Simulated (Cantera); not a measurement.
Input: 1 mol Si3N4, 0.014 mol H2, at 2298.15 K and 4.60 Pa.

These are equilibrium values from Cantera (NASA tables, ideal gas, pure condensed phases), not measurements of a reactor. Candidate condensed phases: Si, Si3N4; 18 gas species. The tables' values for SiN are old estimates; treat these amounts as uncertain. The numbers say what is thermodynamically allowed, not how fast it happens.

Base state: Si 0.596, N2 0.398, H 0.00554, SiN 0.000358, Si2 0.000343, H2 1.53e-5, Si2N 1.10e-5 (mole fractions); condensed: gas only.

**Question.** What changes in the equilibrium state with this change: pressure from 4.60 Pa to 133 Pa?

**Answer.** 
```
species    before    after
-------  --------  -------
Si          0.596    0.578
N2          0.398    0.402
Si2      0.000343  0.00935
Si3       1.92e-6  0.00147
Si2N      1.10e-5  0.00162
```
